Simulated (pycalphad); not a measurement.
# Effect of Fe content in Ti-Si-Fe

Source of the numbers: pycalphad with the COST 507 light-alloy database (1999); pressure 1 atm. The database dates from 1999; later assessments differ in places, in temperatures and in the compounds included. Not assessed as a whole: an extrapolation from subsystems, which can miss ternary compounds. Phase fractions are per mole of atoms.

Question: One of these alloys has its liquidus at 1740 K, its solidus at 1541 K, and holds BCC_A2 1.00 at 970 K. Which?
A. Ti-0.55Si-26.44Fe (at.%)
B. Ti-0.55Si-19.83Fe (at.%)
C. Ti-0.55Si-9.92Fe (at.%)
D. Ti-0.55Si-6.61Fe (at.%)

Answer: C, Ti-0.55Si-9.92Fe (at.%). The others: Ti-0.55Si-6.61Fe (at.%), liquidus 1809, solidus 1621; Ti-0.55Si-19.83Fe (at.%), liquidus 1513, solidus 1372; Ti-0.55Si-26.44Fe (at.%), liquidus 1378, solidus 1338

BCC_A2 is bcc.
